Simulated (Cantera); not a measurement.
Feed: 1 mol SiO₂, 8.6 mol Cl₂, 2.1 mol O₂, at 4.95 Torr.

Equilibrium computed with Cantera from the NASA thermochemical tables; the gas is ideal and each condensed phase is pure. Candidate condensed phases: Si, SiO₂; 15 gas species. The tables hold silica as quartz up to 1696 K and as liquid above; real silica turns to tridymite and cristobalite and melts near 1996 K. Rates play no part. All values below are at 1525 K.

Base state: Cl 0.502, Cl₂ 0.350, O₂ 0.147, ClO 0.000373, O 2.67e-5 (mole fractions); condensed: SiO₂(β-quartz).

Problem. What changes in the equilibrium state with this change: pressure from 4.95 Torr to 30.8 Torr?

Solution. 
| species | before | after |
|---|---|---|
| Cl₂ | 0.350 | 0.571 |
| Cl | 0.502 | 0.257 |
| O₂ | 0.147 | 0.171 |
| O | 2.67e-5 | 1.16e-5 |
| ClO | 0.000373 | 0.000513 |
| SiO₂(β-quartz), mol | 1.000 | 1.000 |
